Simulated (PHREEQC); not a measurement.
# Buffer

Consider water at 25 °C with 0.059 mol/kgw NH4Cl, 0.032 mol/kgw NaOH and 3.2e-05 mol/kgw NaCl. Closed to the air; pH follows from the charge balance.

The numbers come from PHREEQC with the ion-association model, wateq4f.dat.

Each row changes one thing in this solution. Precipitation was switched off in this run.

```tsv
case	pH	ionic strength (mol/kgw)	NH3 (mol/kgw)	NH4+ (mol/kgw)	SI of Halite (NaCl)
as made	9.41	0.0591	0.0320	0.0270	-4.49
NaCl from 3.2e-05 to 6.4e-06 mol/kgw	9.41	0.0590	0.0320	0.0270	-4.49
diluted 10-fold with water	9.35	0.00593	0.00318	0.00272	-6.38
NaCl left out	9.41	0.0590	0.0320	0.0270	-4.49
NH4Cl from 0.059 to 0.118 mol/kgw	8.93	0.118	0.0320	0.0860	-4.24
NaCl from 3.2e-05 to 0.00032 mol/kgw	9.41	0.0593	0.0320	0.0270	-4.49
NaOH from 0.032 to 0.32 mol/kgw	13.25	0.320	0.0590	8.01e-6	-3.62
temperature from 25 to 80 °C	8.01	0.0591	0.0320	0.0270	-4.62
```

Away from 25 °C the constants follow the database's enthalpies or fits; those with neither stay at their 25 °C values.
